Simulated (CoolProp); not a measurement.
Dimethyl carbonate at several states: Z from the reference equation and from simpler models built on Tc = 557.0 K, pc = 4.909 MPa, ω = 0.346; each cubic takes its own stable root.

Computed with CoolProp (reference Helmholtz-energy equation of state, Zhou 2011).

```
T (K)  p (MPa)   phase  reference
-----  -------  ------  ---------
320.6     5.51  liquid     0.1792
348.5     26.2  liquid     0.7940
428.7     27.9  liquid     0.7577
376      0.118     gas     0.9698
554.4     14.7  liquid     0.4119
```

Problem. How far does each simpler model (van der Waals, Redlich-Kwong, Soave-Redlich-Kwong, Peng-Robinson) lie from the reference over these 5 states: mean and median of the absolute difference, and the worst?

Solution. 
- van der Waals: mean 46.6 %, median 55.6 %, worst +70.1 % at 320.6 K and 5.51 MPa
- Redlich-Kwong: mean 11.7 %, median 14.3 %, worst +16.4 % at 320.6 K and 5.51 MPa
- Soave-Redlich-Kwong: mean 9.5 %, median 11.2 %, worst +14.0 % at 554.4 K and 14.7 MPa
- Peng-Robinson: mean 1.2 %, median 0.9 %, worst +2.4 % at 554.4 K and 14.7 MPa
